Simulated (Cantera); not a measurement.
Input (Python, Cantera):

```python
import numpy as np
import cantera as ct

gas = ct.Solution("gri30.yaml")


def delay(T, t_max=10):
    gas.TPX = T, 130000, {'CO': 1, 'H2': 0.36, 'O2': 0.85, 'N2': 3.2}
    reactor = ct.IdealGasReactor(gas, clone=False)
    net = ct.ReactorNet([reactor])
    net.rtol, net.atol = 1e-8, 1e-16
    while net.time < t_max:
        t_old, T_old = net.time, reactor.T
        net.step()
        if reactor.T > T + 400:  # ignition: a rise of 400 K
            return t_old + (T + 400 - T_old) / (reactor.T - T_old) * (net.time - t_old)
    return np.nan


taus = []
for T in [1275, 1325, 1375, 1425, 1475, 1525]:
    taus.append(delay(T))
    print(f"T0 = {T:6g} K   tau = {taus[-1]:.4e} s")
```

It prints:

```
T0 =   1275 K   tau = 4.1002e-05 s
T0 =   1325 K   tau = 3.4904e-05 s
T0 =   1375 K   tau = 3.0634e-05 s
T0 =   1425 K   tau = 2.7593e-05 s
T0 =   1475 K   tau = 2.5422e-05 s
T0 =   1525 K   tau = 2.3896e-05 s
```

Cantera simulation using GRI-Mech 3.0 (53 species, 325 reactions); the numbers are that mechanism's predictions, not measurements. Where the delays flatten at high temperature, the 400 K rule measures the pace of heat release, not the induction time.
